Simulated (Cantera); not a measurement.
Mixture: CH4 : H2 : O2 : N2 : CO2 = 1 : 0.45 : 4.45 : 16.7 : 2.2 (molar parts), equivalence ratio 0.50, at 5.00 bar, adiabatic and at constant volume. Ignition delay is the time to a rise of 400 K.

Cantera simulation using GRI-Mech 3.0 (53 species, 325 reactions); the numbers are that mechanism's predictions, not measurements. Below about 1000 K GRI-Mech 3.0 lacks low-temperature oxidation paths. Below about 950 K walls govern HO2 and H2O2 in real vessels.

**Question.** What does this change do: 2.5 parts H2O added?

**Answer.** 
```csv
quantity,before,after
delay at 873 K,0.821 s,0.837 s
delay at 1073 K,4.15 ms,6.86 ms
delay at 1273 K,0.338 ms,0.433 ms
delay at 1473 K,79.2 µs,93.7 µs
delay at 1673 K,24.7 µs,27.3 µs
apparent activation energy between 1573 and 1773 K,120 kJ/mol,130 kJ/mol
```

**Question.** What does this change do: constant pressure in place of constant volume?

**Answer.** 
```csv
quantity,before,after
delay at 873 K,0.821 s,0.867 s
delay at 1073 K,4.15 ms,4.49 ms
delay at 1273 K,0.338 ms,0.368 ms
delay at 1473 K,79.2 µs,85.2 µs
delay at 1673 K,24.7 µs,26.4 µs
apparent activation energy between 1573 and 1773 K,120 kJ/mol,120 kJ/mol
```
